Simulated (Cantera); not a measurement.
Mixture: CH₄ : CO : O₂ : N₂ = 1 : 0.43 : 1.85 : 6.94 (molar parts), equivalence ratio 1.2, at 1.78 atm, adiabatic and at constant pressure. Ignition delay is the time to a rise of 400 K.

Cantera simulation using GRI-Mech 3.0 (53 species, 325 reactions); the numbers are that mechanism's predictions, not measurements.

Q: What does this change do: pressure from 1.78 atm to 9.87 atm?

A: 
| quantity | before | after |
|---|---|---|
| delay at 1000 K | 1.21 s | 0.214 s |
| delay at 1100 K | 0.199 s | 36.5 ms |
| delay at 1200 K | 40.4 ms | 8.14 ms |
| delay at 1300 K | 9.71 ms | 2.18 ms |
| delay at 1400 K | 2.69 ms | 0.671 ms |
| apparent activation energy between 1300 and 1400 K | 190 kJ/mol | 180 kJ/mol |
